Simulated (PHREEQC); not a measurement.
A solution holds 0.0045 mol/kgw NH4Cl and 0.0002 mol/kgw Na2B4O7, at 10 °C. Closed to the air; pH follows from the charge balance.

Equilibrium calculation in PHREEQC: ion-association model, wateq4f.dat.

| Property | Value |
|---|---|
| pH | 8.58 |
| ionic strength | 0.00462 mol/kgw |
| total alkalinity | 0.400 meq/kg |

| species | molality | activity | log γ |
|---|---|---|---|
| Cl- | 0.00450 | 0.00419 | -0.031 |
| NH4+ | 0.00422 | 0.00393 | -0.031 |
| H3BO3 | 0.000680 | 0.000681 | 0.000 |
| Na+ | 0.000400 | 0.000373 | -0.031 |
| NH3 | 0.000279 | 0.000279 | 0.000 |
| H2BO3- | 0.000120 | 0.000112 | -0.032 |
| OH- | 1.20e-6 | 1.11e-6 | -0.031 |
| H+ | 2.81e-9 | 2.63e-9 | -0.028 |

No solid was allowed to form. Complexes and solids missing from the database can't appear. Away from 25 °C the constants follow the database's enthalpies or fits; those with neither stay at their 25 °C values.
